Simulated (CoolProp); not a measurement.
Vapour-liquid equilibrium of benzene (1) + octamethylcyclotetrasiloxane (D4) (2) at 135.05 °C; x and y are mole fractions of (1).

Values from CoolProp's multi-fluid Helmholtz-energy mixture model, Thol 2012 and Thol 2015; pair parameters Bell 2016.

```tsv
x	bubble pressure (bar)	y at the bubble point	dew pressure at overall composition x (bar)	liquid density (mol/L)
0.05	0.4580	0.338	0.3303	2.882
0.125	0.7010	0.596	0.3562	3.076
0.2	0.9673	0.729	0.3865	3.292
0.275	1.246	0.807	0.4223	3.535
0.35	1.531	0.857	0.4654	3.808
0.425	1.817	0.892	0.5184	4.120
0.5	2.105	0.917	0.5850	4.479
0.575	2.396	0.937	0.6715	4.897
0.65	2.694	0.953	0.7884	5.387
0.725	3.003	0.967	0.9554	5.973
0.8	3.328	0.978	1.214	6.682
0.875	3.668	0.988	1.665	7.559
0.95	4.016	0.996	2.628	8.667
```

No azeotrope shows between x = 0.05 and 0.95.

The pair parameters rest on a limited set of measurements; away from them the model extrapolates.
